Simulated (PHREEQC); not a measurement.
Model water analysis in mmol/kgw, 25 °C, pH 6.2, pe 12:

```csv
constituent,mmol/kgw
Na,0.0076
K,0.022
Ca,0.0222
Mg,0.016
Cl,0.0124
S(6),0.0125
Alkalinity (meq/kgw),0.0713
B,0.000777
Pb,1.37e-05
Sr,7.11e-05
Br,0.000214
```

Valence states are taken as typed.

All values are PHREEQC results (ion-association model, phreeqc.dat), not measurements.

This is a speciation only: nothing precipitates in the calculation.

Problem. What charge-balance error does the model give?

Solution. charge-balance error -1.3 %.

Problem. In which forms is Pb present?

Solution. Pb+2 85 %, PbCO3 7.3 %, PbHCO3+ 4.6 %, PbOH+ 2.5 %, PbSO4 0.5 % of the Pb.

Complexes and solids missing from the database can't appear.
